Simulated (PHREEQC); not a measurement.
Dissolve 0.088 mol/kgw NaHSO4 and 0.034 mol/kgw Na2CO3 at 25 °C. Closed to the air; pH follows from the charge balance.

Computed with PHREEQC (ion-association model, phreeqc.dat).

No solid was allowed to form.

### Question
What pH, specific conductance, ionic strength does the model give?

### Answer
pH 2.25; specific conductance 14400 µS/cm; ionic strength 0.212 mol/kgw.

### Question
In which forms is S present?

### Answer
SO4-2 71 %, HSO4- 15 %, NaSO4- 15 % of the S.

Species that the database lacks are ignored.
